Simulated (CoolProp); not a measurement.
1,2-dichloroethane along the isotherm 226.85 °C: fugacity coefficient from the reference equation and from simpler models built on Tc = 288.4 °C, pc = 5.226 MPa, ω = 0.269; each cubic takes its own stable root.

Computed with CoolProp (reference Helmholtz-energy equation of state, Thol 2015).

```csv
p (MPa),phase,reference
0.0826,gas,0.9920
0.125,gas,0.9879
0.188,gas,0.9818
0.284,gas,0.9725
0.428,gas,0.9587
0.646,gas,0.9377
0.974,gas,0.9063
1.47,gas,0.8588
3.34,liquid,0.5381
5.05,liquid,0.3726
7.61,liquid,0.2646
11.5,liquid,0.1937
17.3,liquid,0.1492
26.1,liquid,0.1228
```

Problem. How far does each simpler model (van der Waals, Redlich-Kwong, Soave-Redlich-Kwong, Peng-Robinson) lie from the reference over these 14 states: mean and median of the absolute difference, and the worst?

Solution. 
- van der Waals: mean 24.9 %, median 3.0 %, worst +89.7 % at 226.85 °C and 26.1 MPa
- Redlich-Kwong: mean 8.7 %, median 0.9 %, worst +27.2 % at 226.85 °C and 26.1 MPa
- Soave-Redlich-Kwong: mean 3.0 %, median 0.3 %, worst +12.3 % at 226.85 °C and 26.1 MPa
- Peng-Robinson: mean 0.5 %, median 0.4 %, worst +1.2 % at 226.85 °C and 26.1 MPa
